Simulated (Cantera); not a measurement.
Charge: 1 mol CO2, 7.8 mol H2, held at 3198 K and 3150 Torr.

Method: chemical equilibrium by Gibbs-energy minimisation in Cantera with the NASA 1993 tables (ideal gas, pure condensed phases). Candidate condensed phases: C, C6H6, C7H8, C8H18, H2O; 110 gas species. Rates play no part.

What is the equilibrium state?


| Item | Result |
|---|---|
| x(H2) | 0.676 |
| x(H) | 0.112 |
| x(CO) | 0.105 |
| x(H2O) | 0.0980 |
| x(OH) | 0.00622 |
| x(CO2) | 0.00195 |
| x(O) | 0.000619 |
| x(O2) | 3.51e-5 |
| x(HCO) | 3.15e-6 |
| gas amount | 9.360 mol |
| log10 activity of C(graphite) (absent) | -4.71 |
